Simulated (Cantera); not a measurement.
A perfectly stirred reactor is fed with 9.51 % CH4, 19.0 % O2, 71.5 % N2, at 1.01 bar; it is adiabatic with a 675 K inlet, and is followed from long to short residence time, starting on the burning branch (τ in s: 0.49, 0.13, 0.033, 0.0087, 0.0023, 0.00059, 0.00015, 4e-05, 1e-05).

Cantera simulation using GRI-Mech 3.0 (53 species, 325 reactions); the numbers are that mechanism's predictions, not measurements.

Q: Predict: blow-out, bracketed by the residence times tried; x(CH4) at τ = 0.490 s; x(O2) at τ = 0.490 s; x(CH3) at τ = 0.490 s; x(HCN) at τ = 0.490 s; x(O) at τ = 0.490 s; x(CH4) at τ = 2.30 ms; x(O2) at τ = 2.30 ms; x(CH3) at τ = 2.30 ms; x(HCN) at τ = 2.30 ms; x(O) at τ = 2.30 ms.

A: 
```
Item                                                                           Value
------------------------------------------------  ----------------------------------
blow-out, bracketed by the residence times tried  burning at 40.0 µs, out at 10.0 µs
x(CH4) at τ = 0.490 s                                                        3.45e-7
x(O2) at τ = 0.490 s                                                         0.00880
x(CH3) at τ = 0.490 s                                                        2.17e-7
x(HCN) at τ = 0.490 s                                                        7.15e-8
x(O) at τ = 0.490 s                                                         0.000826
x(CH4) at τ = 2.30 ms                                                        3.81e-5
x(O2) at τ = 2.30 ms                                                          0.0157
x(CH3) at τ = 2.30 ms                                                        2.03e-5
x(HCN) at τ = 2.30 ms                                                        1.03e-6
x(O) at τ = 2.30 ms                                                          0.00232
```
